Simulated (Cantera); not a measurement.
## TiO2 + CH4 + CO (carbothermic reduction)

Charge: 1 mol TiO2, 0.68 mol CH4, 0.48 mol CO, equilibrated at 0.170 bar.

Equilibrium computed with Cantera from the NASA thermochemical tables; the gas is ideal and each condensed phase is pure. Candidate condensed phases: C, C6H6, C7H8, C8H18, H2O, Ti, TiC, TiO, TiO2, Ti2O3, Ti3O5, Ti4O7; 113 gas species. Mutual solubility and eutectic melting of coexisting phases are not modelled. TiC: taken at fixed stoichiometry. Equilibrium is a limit: real reactors are often held back by kinetics, nucleation or transport.

From 1325 K to 1375 K the condensed part is C(graphite) + Ti3O5(s). At 1425 K the condensed part is TiC(s) + Ti3O5(s). From 1475 K to 1825 K the condensed part is TiC(s) + Ti2O3(s).

| T (K) | x H2 | x CO | x H | x CH4 | x H2O | x CO2 | x C2H2 (acetylene) | x C2H4 | n C(graphite) | n Ti3O5(s) | n TiC(s) | n Ti2O3(s) |
|---|---|---|---|---|---|---|---|---|---|---|---|---|
| 1325 | 0.625 | 0.374 | 3.14e-6 | 0.000446 | 0.000286 | 9.19e-5 | 5.32e-7 | 1.17e-7 | 0.347 | 0.333 | 0 | 0 |
| 1375 | 0.625 | 0.374 | 6.57e-6 | 0.000331 | 0.000183 | 5.30e-5 | 1.11e-6 | 1.32e-7 | 0.346 | 0.333 | 0 | 0 |
| 1425 | 0.569 | 0.431 | 1.25e-5 | 0.000187 | 0.000140 | 4.67e-5 | 1.63e-6 | 9.91e-8 | 0 | 0.290 | 0.130 | 0 |
| 1475 | 0.555 | 0.444 | 2.34e-5 | 8.90e-5 | 0.000148 | 4.78e-5 | 1.26e-6 | 4.38e-8 | 0 | 0 | 0.0721 | 0.464 |
| 1525 | 0.555 | 0.444 | 4.28e-5 | 4.63e-5 | 0.000156 | 4.64e-5 | 1.00e-6 | 2.11e-8 | 0 | 0 | 0.0722 | 0.464 |
| 1575 | 0.555 | 0.444 | 7.51e-5 | 2.51e-5 | 0.000163 | 4.51e-5 | 8.13e-7 | 1.07e-8 | 0 | 0 | 0.0722 | 0.464 |
| 1625 | 0.555 | 0.444 | 0.000128 | 1.42e-5 | 0.000171 | 4.39e-5 | 6.68e-7 | 5.66e-9 | 0 | 0 | 0.0722 | 0.464 |
| 1675 | 0.555 | 0.444 | 0.000210 | 8.29e-6 | 0.000178 | 4.29e-5 | 5.56e-7 | 3.12e-9 | 0 | 0 | 0.0722 | 0.464 |
| 1725 | 0.555 | 0.444 | 0.000336 | 5.01e-6 | 0.000184 | 4.19e-5 | 4.69e-7 | 1.78e-9 | 0 | 0 | 0.0722 | 0.464 |
| 1775 | 0.555 | 0.444 | 0.000523 | 3.12e-6 | 0.000191 | 4.10e-5 | 4.00e-7 | 1.05e-9 | 0 | 0 | 0.0722 | 0.464 |
| 1825 | 0.555 | 0.444 | 0.000796 | 1.99e-6 | 0.000197 | 4.02e-5 | 3.44e-7 | 6.40e-10 | 0 | 0 | 0.0722 | 0.464 |
x: gas mole fraction; n: condensed amount in mol.
